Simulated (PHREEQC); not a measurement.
**Hard or scaling water: speciation**

Dissolve 22 mmol/kgw MgCl2, 16 mmol/kgw CO2 and 1.1 mmol/kgw MgSO4 at 33 °C. Closed to the air; pH follows from the charge balance.

All values are PHREEQC results (Pitzer model, pitzer.dat), not measurements.

The pH is 4.05 and the ionic strength is 0.0705 mol/kgw. The specific conductance is 5700 µS/cm and the density is 0.997 g/cm³. The osmotic coefficient comes out as 0.901.

```csv
species,molality,activity,log γ
Cl-,0.0440,0.0348,-0.102
Mg+2,0.0231,0.00996,-0.365
CO2,0.0159,0.0160,0.003
SO4-2,0.00110,0.000298,-0.566
HCO3-,0.000115,8.78e-5,-0.117
H+,0.000111,9.00e-5,-0.090
HSO4-,4.01e-6,3.20e-6,-0.099
```

Precipitation was switched off in this run.
